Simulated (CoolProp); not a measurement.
Vapour-liquid equilibrium of propane (1) + n-pentane (2) at 5.27 bar; x and y are mole fractions of (1).

Computed with CoolProp (multi-fluid Helmholtz-energy mixture model, Lemmon 2009 and Thol 2019; pair parameters Kunz 2012).

```json
[
 {"x": "0.05", "bubble temperature (°C)": "83.3", "y at the bubble point": "0.250", "dew temperature at overall composition x (°C)": "92.7", "liquid density (mol/L)": "7.774"},
 {"x": "0.125", "bubble temperature (°C)": "68.2", "y at the bubble point": "0.511", "dew temperature at overall composition x (°C)": "89.3", "liquid density (mol/L)": "8.118"},
 {"x": "0.2", "bubble temperature (°C)": "55.9", "y at the bubble point": "0.672", "dew temperature at overall composition x (°C)": "85.7", "liquid density (mol/L)": "8.444"},
 {"x": "0.275", "bubble temperature (°C)": "46.1", "y at the bubble point": "0.773", "dew temperature at overall composition x (°C)": "82.0", "liquid density (mol/L)": "8.761"},
 {"x": "0.35", "bubble temperature (°C)": "38.2", "y at the bubble point": "0.838", "dew temperature at overall composition x (°C)": "77.9", "liquid density (mol/L)": "9.075"},
 {"x": "0.425", "bubble temperature (°C)": "31.8", "y at the bubble point": "0.882", "dew temperature at overall composition x (°C)": "73.6", "liquid density (mol/L)": "9.391"},
 {"x": "0.5", "bubble temperature (°C)": "26.3", "y at the bubble point": "0.912", "dew temperature at overall composition x (°C)": "68.9", "liquid density (mol/L)": "9.713"},
 {"x": "0.575", "bubble temperature (°C)": "21.7", "y at the bubble point": "0.935", "dew temperature at overall composition x (°C)": "63.7", "liquid density (mol/L)": "10.04"},
 {"x": "0.65", "bubble temperature (°C)": "17.7", "y at the bubble point": "0.952", "dew temperature at overall composition x (°C)": "57.9", "liquid density (mol/L)": "10.38"},
 {"x": "0.725", "bubble temperature (°C)": "14.1", "y at the bubble point": "0.966", "dew temperature at overall composition x (°C)": "51.1", "liquid density (mol/L)": "10.71"},
 {"x": "0.8", "bubble temperature (°C)": "10.9", "y at the bubble point": "0.977", "dew temperature at overall composition x (°C)": "43.0", "liquid density (mol/L)": "11.05"},
 {"x": "0.875", "bubble temperature (°C)": "8.0", "y at the bubble point": "0.987", "dew temperature at overall composition x (°C)": "32.8", "liquid density (mol/L)": "11.37"},
 {"x": "0.95", "bubble temperature (°C)": "5.3", "y at the bubble point": "0.995", "dew temperature at overall composition x (°C)": "18.3", "liquid density (mol/L)": "11.69"}
]
```

No azeotrope shows between x = 0.05 and 0.95.

The pair parameters rest on a limited set of measurements; away from them the model extrapolates.
